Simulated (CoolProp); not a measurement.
cis-2-butene along the isobar 0.194 MPa: fugacity coefficient from the reference equation and from simpler models built on Tc = 162.6 °C, pc = 4.236 MPa, ω = 0.202; each cubic takes its own stable root.

The numbers come from the reference Helmholtz-energy equation of state, Lemmon 2005 in CoolProp. It is a short technical equation, of lower accuracy than the large ones.

| T (°C) | phase | reference | Soave-Redlich-Kwong | Peng-Robinson |
|---|---|---|---|---|
| -42.95 | liquid | 0.05719 | 0.05700 | 0.06007 |
| -22.45 | liquid | 0.1681 | 0.1679 | 0.1728 |
| -1.95 | liquid | 0.4060 | 0.4074 | 0.4122 |
| 18.55 | liquid | 0.8417 | 0.8494 | 0.8494 |
| 39.15 | gas | 0.9516 | 0.9577 | 0.9556 |
| 59.65 | gas | 0.9612 | 0.9647 | 0.9626 |
| 80.15 | gas | 0.9683 | 0.9703 | 0.9683 |
| 100.65 | gas | 0.9737 | 0.9749 | 0.9729 |
| 121.15 | gas | 0.9780 | 0.9787 | 0.9768 |
| 141.65 | gas | 0.9813 | 0.9818 | 0.9800 |
| 162.15 | gas | 0.9841 | 0.9844 | 0.9826 |
| 182.65 | gas | 0.9863 | 0.9866 | 0.9849 |
| 203.25 | gas | 0.9881 | 0.9884 | 0.9869 |
